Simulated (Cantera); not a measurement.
Mixture: CH4 : CO : O2 : N2 = 1 : 0.29 : 1.26 : 4.74 (molar parts), at 255 Torr, adiabatic and at constant pressure. Ignition delay is the time to a rise of 400 K.

Detailed kinetics in Cantera: GRI-Mech 3.0 (53 species, 325 reactions).

What does this change do: 0.38 parts CO2 added?


```csv
quantity,before,after
delay at 1150 K,0.412 s,0.450 s
delay at 1225 K,0.122 s,0.134 s
delay at 1300 K,40.1 ms,43.9 ms
delay at 1375 K,14.5 ms,15.9 ms
delay at 1450 K,5.88 ms,6.38 ms
delay at 1525 K,2.66 ms,2.87 ms
delay at 1600 K,1.34 ms,1.44 ms
apparent activation energy between 1450 and 1600 K,190 kJ/mol,190 kJ/mol
```

What does this change do: pressure from 255 Torr to 7500 Torr?


```csv
quantity,before,after
delay at 1150 K,0.412 s,19.8 ms
delay at 1225 K,0.122 s,6.89 ms
delay at 1300 K,40.1 ms,2.63 ms
delay at 1375 K,14.5 ms,1.08 ms
delay at 1450 K,5.88 ms,0.467 ms
delay at 1525 K,2.66 ms,0.213 ms
delay at 1600 K,1.34 ms,0.102 ms
apparent activation energy between 1450 and 1600 K,190 kJ/mol,200 kJ/mol
```
